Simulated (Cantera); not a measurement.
A closed system holds: 1 mol SiH4, 41 mol NH3, held at 57.0 Pa.

Method: chemical equilibrium by Gibbs-energy minimisation in Cantera with the NASA 1993 tables (ideal gas, pure condensed phases). Candidate condensed phases: Si, Si3N4; 18 gas species. The numbers say what is thermodynamically allowed, not how fast it happens.

Question: At 1325 K, list the 3 most abundant gas species with their mole fractions, and the condensed phases.

Answer: H2 0.762, N2 0.238, H 5.98e-5. Condensed: Si3N4(s).
